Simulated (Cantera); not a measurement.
A closed system holds: 1 mol SiO₂, 1.2 mol CO, a varied amount of H₂, 0.47 mol C, at 1900 °C and 0.430 bar.

Equilibrium computed with Cantera from the NASA thermochemical tables; the gas is ideal and each condensed phase is pure. Candidate condensed phases: C, C₆H₆, C₇H₈, C₈H₁₈, H₂O, Si, SiC, SiO₂; 123 gas species. The tables hold silica as quartz up to 1696 K and as liquid above; real silica turns to tridymite and cristobalite and melts near 1996 K. Kinetics and transport are ignored.

Problem. At 0.17 mol H₂, list the 6 most abundant gas species with their mole fractions, and the condensed phases.

Solution. CO 0.719, SiO 0.205, H₂ 0.0717, H 0.00197, CO₂ 0.00135, H₂O 0.000697. Condensed: SiO₂(l).
